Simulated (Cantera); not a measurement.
## Equilibrium for boron, boron nitride and boron oxide: B + NH3

Charge: 1 mol B, a varied amount of NH3, at 1373 K and 14.0 mbar.

Equilibrium computed with Cantera from the NASA thermochemical tables; the gas is ideal and each condensed phase is pure. Candidate condensed phases: B, BN; 15 gas species. Mutual solubility and eutectic melting of coexisting phases are not modelled. Rates play no part.

```json
[
 {"n(NH3) (mol)": "0.53", "log p H2": "-1.85", "log p N2": "-9.87", "log p H": "-6.40", "log p BH2": "-7.48", "log p NH3": "-11.74", "log p BH3": "-8.28", "n B(s)": "0.470", "n BN(s)": "0.530"},
 {"n(NH3) (mol)": "1.2", "log p H2": "-1.88", "log p N2": "-3.13", "log p H": "-6.42", "log p BH2": "-10.88", "log p NH3": "-8.41", "log p BH3": "-11.69", "n B(s)": "0", "n BN(s)": "1.00"},
 {"n(NH3) (mol)": "1.8", "log p H2": "-1.91", "log p N2": "-2.74", "log p H": "-6.43", "log p BH2": "-11.11", "log p NH3": "-8.27", "log p BH3": "-11.94", "n B(s)": "0", "n BN(s)": "1.00"},
 {"n(NH3) (mol)": "2.5", "log p H2": "-1.93", "log p N2": "-2.63", "log p H": "-6.44", "log p BH2": "-11.18", "log p NH3": "-8.24", "log p BH3": "-12.02", "n B(s)": "0", "n BN(s)": "1.00"},
 {"n(NH3) (mol)": "3.1", "log p H2": "-1.94", "log p N2": "-2.59", "log p H": "-6.45", "log p BH2": "-11.21", "log p NH3": "-8.23", "log p BH3": "-12.06", "n B(s)": "0", "n BN(s)": "1.00"},
 {"n(NH3) (mol)": "3.8", "log p H2": "-1.95", "log p N2": "-2.56", "log p H": "-6.45", "log p BH2": "-11.24", "log p NH3": "-8.23", "log p BH3": "-12.08", "n B(s)": "0", "n BN(s)": "1.00"},
 {"n(NH3) (mol)": "4.4", "log p H2": "-1.95", "log p N2": "-2.54", "log p H": "-6.45", "log p BH2": "-11.25", "log p NH3": "-8.23", "log p BH3": "-12.10", "n B(s)": "0", "n BN(s)": "1.00"},
 {"n(NH3) (mol)": "5.1", "log p H2": "-1.96", "log p N2": "-2.53", "log p H": "-6.46", "log p BH2": "-11.26", "log p NH3": "-8.23", "log p BH3": "-12.11", "n B(s)": "0", "n BN(s)": "1.00"},
 {"n(NH3) (mol)": "5.7", "log p H2": "-1.96", "log p N2": "-2.52", "log p H": "-6.46", "log p BH2": "-11.27", "log p NH3": "-8.23", "log p BH3": "-12.12", "n B(s)": "0", "n BN(s)": "1.00"},
 {"n(NH3) (mol)": "6.4", "log p H2": "-1.96", "log p N2": "-2.51", "log p H": "-6.46", "log p BH2": "-11.27", "log p NH3": "-8.23", "log p BH3": "-12.13", "n B(s)": "0", "n BN(s)": "1.00"},
 {"n(NH3) (mol)": "7", "log p H2": "-1.96", "log p N2": "-2.51", "log p H": "-6.46", "log p BH2": "-11.28", "log p NH3": "-8.22", "log p BH3": "-12.13", "n B(s)": "0", "n BN(s)": "1.00"}
]
```
log p: log10 of the partial pressure in bar; n: condensed amount in mol.

At 0.53 mol NH3 the condensed part is B(s) + BN(s). From 1.2 mol NH3 to 7 mol NH3 the condensed part is BN(s).
